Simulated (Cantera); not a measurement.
Source: NASA polynomial tables (part measured, part estimated), evaluated in Cantera. Values are per mole of reaction as written; species without (g) are pure solids or liquids, kept so even where they would boil at 1 bar. The tables' values for C2F4 are old estimates.

Between 300 and 2598 K, where is each reaction favourable under standard conditions?
- 4 Cu + 2 C2F4(g) + C2H6(g) → C6H6(g) + 4 CuF2


- 4 Cu + 2 C2F4(g) + C2H6(g) → C6H6(g) + 4 CuF2: ΔG° is -557 kJ at 300 K and -188 kJ at 2598 K; it stays negative (K > 1). ΔH° is -273 kJ and ΔS° -33 J/K at 2598 K.
